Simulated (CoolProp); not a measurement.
Vapour-liquid equilibrium of hydrogen sulfide (1) + n-butane (2) at 346.2 K; x and y are mole fractions of (1).

Computed with CoolProp (multi-fluid Helmholtz-energy mixture model, Lemmon 2006 and Bücker 2006; pair parameters Kunz 2012).

```
x      bubble pressure (kPa)  y at the bubble point  dew pressure at overall composition x (kPa)  liquid density (mol/L)
-----  ---------------------  ---------------------  -------------------------------------------  ----------------------
0.05                    1152                  0.237                                        916.2                   8.933
0.125                   1570                      …                                        999.6                   9.192
0.2                     1972                      …                                         1098                       …
0.275                   2356                  0.637                                         1215                   9.871
0.35                       …                  0.695                                         1357                   10.30
0.425                   3077                  0.740                                         1532                   10.79
0.5                        …                  0.777                                         1755                   11.36
0.575                      …                  0.810                                            …                   12.01
0.65                    4084                  0.841                                         2430                   12.76
0.725                   4411                  0.871                                         2955                   13.63
0.8                     4736                  0.902                                         3648                   14.65
0.875                   5059                      …                                         4455                   15.83
0.95                    5380                  0.971                                         5202                   17.23
```

**Question.** Complete the blanks.

**Answer.** 
- 0.125, y at the bubble point: 0.439
- 0.2, y at the bubble point: 0.558
- 0.2, liquid density (mol/L): 9.504
- 0.35, bubble pressure (kPa): 2724
- 0.5, bubble pressure (kPa): 3419
- 0.575, bubble pressure (kPa): 3753
- 0.575, dew pressure at overall composition x (kPa): 2044
- 0.875, y at the bubble point: 0.934

No azeotrope shows between x = 0.05 and 0.95.

The pair parameters rest on a limited set of measurements; away from them the model extrapolates.
